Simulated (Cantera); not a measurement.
An isothermal, constant-pressure homogeneous reactor starts with 1.12 % CH4, 98.9 % N2, at 1573 K and 10.5 Torr.

Computed with Cantera and GRI-Mech 3.0 (53 species, 325 reactions). GRI-Mech 3.0 stops at C3 and has no aromatics, soot or wall deposition, so with more carbon than oxygen in the feed, carbon stays in small species such as C2H2 where larger ones or solid carbon would form. Radical loss at walls, strong at low pressure, is not modelled.

x: mole fraction; the columns are a selection and need not sum to one.

| t (s) | x CH4 | x C2H | x C2H2 | x CH3 | x H |
|---|---|---|---|---|---|
| 1.00e-5 | 0.0112 | <1e-12 | <1e-12 | 2.08e-9 | 2.01e-9 |
| 3.64e-5 | 0.0112 | <1e-12 | <1e-12 | 7.93e-9 | 6.96e-9 |
| 0.000133 | 0.0112 | <1e-12 | <1e-12 | 3.29e-8 | 2.14e-8 |
| 0.000484 | 0.0112 | <1e-12 | <1e-12 | 1.52e-7 | 4.57e-8 |
| 0.00176 | 0.0112 | <1e-12 | <1e-12 | 6.66e-7 | 5.46e-8 |
| 0.00643 | 0.0112 | <1e-12 | 2.81e-12 | 2.57e-6 | 5.49e-8 |
| 0.0234 | 0.0112 | <1e-12 | 5.40e-10 | 9.50e-6 | 5.73e-8 |
| 0.0854 | 0.0112 | <1e-12 | 9.68e-8 | 3.45e-5 | 9.07e-8 |
| 0.311 | 0.0110 | 1.14e-10 | 1.63e-5 | 0.000118 | 5.87e-7 |
| 1.13 | 0.00783 | ___ | 0.00119 | 0.000187 | 6.76e-6 |
| 4.13 | 0.00285 | ___ | 0.00406 | 7.88e-5 | 1.75e-5 |
| 15.1 | 0.000546 | ___ | 0.00527 | 2.12e-5 | 3.05e-5 |
| 54.9 | 8.06e-5 | 3.92e-8 | 0.00551 | 4.02e-6 | 4.07e-5 |
| 200 | 1.48e-5 | ___ | 0.00554 | 7.93e-7 | 4.39e-5 |

**Question.** Complete the blanks.

**Answer.** 
- 1.13, x C2H: 5.20e-9
- 4.13, x C2H: 1.67e-8
- 15.1, x C2H: 2.94e-8
- 200, x C2H: 4.24e-8
